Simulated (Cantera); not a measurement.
What does this Cantera script print?

```python
import numpy as np
import cantera as ct

gas_names = """
    C CO CO2 C2 C2O C3 C3O2 C4 C5 Cu CuO Cu2 O O2 O3
""".split()
cond_names = """
    C(gr) Cu(cr) Cu(L) CuO(s) Cu2O(s) Cu2O(L)
""".split()


def load(file, names, dense=False):
    # The tables refer to 1 bar. Condensed volumes are neglected.
    table = {s.name: s for s in ct.Species.list_from_file(file)}
    out = []
    for n in names:
        d = dict(table[n].input_data)
        d["thermo"] = dict(d["thermo"], **{"reference-pressure": 1e5})
        if dense:
            d["equation-of-state"] = {"model": "constant-volume", "density": "1e6 g/cm^3"}
        out.append(ct.Species.from_dict(d))
    return out


gas = ct.Solution(thermo="ideal-gas", species=load("nasa_gas.yaml", gas_names))
cond = {s.name: ct.Solution(thermo="fixed-stoichiometry", species=[s], name=s.name)
        for s in load("nasa_condensed.yaml", cond_names, dense=True)}
atoms = {
    'CuO': {'Cu': 1, 'O': 1},
    'CO': {'C': 1, 'O': 1},
}
top_T = {'C(gr)': 4500, 'CuO(s)': 1390}  # K; cautious upper limits of use, not melting points


def equilibrate(T, P, feed):
    n = {}
    for name, mol in feed.items():
        for a, k in atoms[name].items():
            n[a] = n.get(a, 0.0) + k * mol
    gas.TPX = T, P, n
    mass = sum(n.values()) * gas.mean_molecular_weight
    gas.equilibrate("TP")
    valid = [c for c in cond.values() if c.min_temp <= T <= top_T.get(c.name, c.max_temp)]
    mix = ct.Mixture([(gas, mass / gas.mean_molecular_weight)] + [(c, 0.0) for c in valid])
    mix.T, mix.P = T, P
    mix.equilibrate("TP", solver="vcs", rtol=1e-11, max_steps=5000)
    return mix


results = []
P = 2200  # Pa
for T in [1273, 1348, 1423, 1498, 1573, 1648, 1723, 1798, 1873, 1948, 2023]:
    for m in [1.4, 2, 2.9, 4.1, 5.8, 8.2, 12]:
        feed = {'CuO': 1, 'CO': m}  # mol
        mix = equilibrate(T, P, feed)
        results.append((T, P, feed, dict(zip(mix.species_names, mix.species_moles))))

for T, P, feed, n in results:
    print(f"{T:7g} {feed['CO']:10.4g}  " + (" + ".join(c for c in cond_names if n.get(c, 0) > 1e-12) or "gas only"))
```

Output:

```
   1273        1.4  Cu(cr)
   1273          2  Cu(cr)
   1273        2.9  Cu(cr)
   1273        4.1  Cu(cr)
   1273        5.8  Cu(cr)
   1273        8.2  Cu(cr)
   1273         12  Cu(cr)
   1348        1.4  Cu(cr)
   1348          2  Cu(cr)
   1348        2.9  Cu(cr)
   1348        4.1  Cu(cr)
   1348        5.8  Cu(cr)
   1348        8.2  Cu(cr)
   1348         12  Cu(cr)
   1423        1.4  Cu(L)
   1423          2  Cu(L)
   1423        2.9  Cu(L)
   1423        4.1  Cu(L)
   1423        5.8  Cu(L)
   1423        8.2  Cu(L)
   1423         12  Cu(L)
   1498        1.4  Cu(L)
   1498          2  Cu(L)
   1498        2.9  Cu(L)
   1498        4.1  Cu(L)
   1498        5.8  Cu(L)
   1498        8.2  Cu(L)
   1498         12  Cu(L)
   1573        1.4  Cu(L)
   1573          2  Cu(L)
   1573        2.9  Cu(L)
   1573        4.1  Cu(L)
   1573        5.8  Cu(L)
   1573        8.2  Cu(L)
   1573         12  Cu(L)
   1648        1.4  Cu(L)
   1648          2  Cu(L)
   1648        2.9  Cu(L)
   1648        4.1  Cu(L)
   1648        5.8  Cu(L)
   1648        8.2  Cu(L)
   1648         12  Cu(L)
   1723        1.4  Cu(L)
   1723          2  Cu(L)
   1723        2.9  Cu(L)
   1723        4.1  Cu(L)
   1723        5.8  Cu(L)
   1723        8.2  Cu(L)
   1723         12  Cu(L)
   1798        1.4  Cu(L)
   1798          2  Cu(L)
   1798        2.9  Cu(L)
   1798        4.1  Cu(L)
   1798        5.8  Cu(L)
   1798        8.2  Cu(L)
   1798         12  Cu(L)
   1873        1.4  Cu(L)
   1873          2  Cu(L)
   1873        2.9  Cu(L)
   1873        4.1  Cu(L)
   1873        5.8  Cu(L)
   1873        8.2  Cu(L)
   1873         12  Cu(L)
   1948        1.4  Cu(L)
   1948          2  Cu(L)
   1948        2.9  Cu(L)
   1948        4.1  Cu(L)
   1948        5.8  Cu(L)
   1948        8.2  gas only
   1948         12  gas only
   2023        1.4  Cu(L)
   2023          2  Cu(L)
   2023        2.9  Cu(L)
   2023        4.1  gas only
   2023        5.8  gas only
   2023        8.2  gas only
   2023         12  gas only
```

These are equilibrium values from Cantera (NASA tables, ideal gas, pure condensed phases), not measurements of a reactor.
